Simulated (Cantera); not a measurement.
**Ignition delay**

Mixture: 5.49 % CH₄, 15.5 % O₂, 79.0 % N₂, equivalence ratio 0.71, at 1.68 atm, adiabatic and at constant volume. Ignition delay is the time to a rise of 400 K.

Model: GRI-Mech 3.0 (53 species, 325 reactions), integrated in Cantera.

```
T0 (K)  delay (ms)
------  ----------
1300          8.18
1400          2.46
1500         0.846
1600         0.335
1700         0.153
1800        0.0780
1900        0.0436
2000        0.0262
2100        0.0167
```

```yaml
apparent activation energy between 1900 and 2100 K: 160 kJ/mol
```
